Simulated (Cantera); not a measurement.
Mixture: 16.1 % CH3OH, 18.5 % O2, 55.7 % N2, 9.66 % CO2, at 6.80 bar, adiabatic and at constant pressure. Ignition delay is the time to a rise of 400 K.

Model: GRI-Mech 3.0 (53 species, 325 reactions), integrated in Cantera. GRI-Mech 3.0 was tuned for natural gas; its chemistry of methanol as a main component is partial and can be far from experiment.

### Question
Predict: delay at 1198 K; delay at 1298 K; delay at 1398 K; delay at 1498 K; delay at 1598 K; apparent activation energy between 1498 and 1598 K.

### Answer
```
Item                                                    Result
--------------------------------------------------  ----------
delay at 1198 K                                        1.84 ms
delay at 1298 K                                       0.394 ms
delay at 1398 K                                       0.109 ms
delay at 1498 K                                        37.5 µs
delay at 1598 K                                        15.5 µs
apparent activation energy between 1498 and 1598 K  180 kJ/mol
```
